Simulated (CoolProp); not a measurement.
The numbers come from the reference Helmholtz-energy equation of state, Lemmon 2016 in CoolProp.

Q: For R227EA, give the phase and the cp (kJ/(kg K)), conductivity (mW/(m K)) at 456.1 K and 0.0138 MPa.

A: 
- 456.1 K and 0.0138 MPa: gas; cp 1.01, conductivity 25.5

Thermal conductivity comes from a separate model (Huber 2003), an estimate that may be off by 10 % or more.
